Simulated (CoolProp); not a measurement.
Vapour-liquid equilibrium of dimethyl ether (1) + 1-butene (2) at 0.101 MPa; x and y are mole fractions of (1).

The numbers come from the multi-fluid Helmholtz-energy mixture model, Wu 2011 and Lemmon 2005; pair parameters Bell 2016 in CoolProp.

```json
[
 {"x": "0.05", "bubble temperature (K)": "264.7", "y at the bubble point": "0.121", "dew temperature at overall composition x (K)": "265.9", "liquid density (mol/L)": "11.35"},
 {"x": "0.2", "bubble temperature (K)": "259.7", "y at the bubble point": "0.384", "dew temperature at overall composition x (K)": "263.3", "liquid density (mol/L)": "11.95"},
 {"x": "0.35", "bubble temperature (K)": "256.2", "y at the bubble point": "0.556", "dew temperature at overall composition x (K)": "260.4", "liquid density (mol/L)": "12.58"},
 {"x": "0.5", "bubble temperature (K)": "253.6", "y at the bubble point": "0.681", "dew temperature at overall composition x (K)": "257.4", "liquid density (mol/L)": "13.25"},
 {"x": "0.65", "bubble temperature (K)": "251.6", "y at the bubble point": "0.782", "dew temperature at overall composition x (K)": "254.2", "liquid density (mol/L)": "13.97"},
 {"x": "0.8", "bubble temperature (K)": "250.0", "y at the bubble point": "0.873", "dew temperature at overall composition x (K)": "251.2", "liquid density (mol/L)": "14.77"},
 {"x": "0.95", "bubble temperature (K)": "248.7", "y at the bubble point": "0.966", "dew temperature at overall composition x (K)": "248.9", "liquid density (mol/L)": "15.65"}
]
```

No azeotrope shows between x = 0.05 and 0.95.

The pair parameters rest on a limited set of measurements; away from them the model extrapolates.
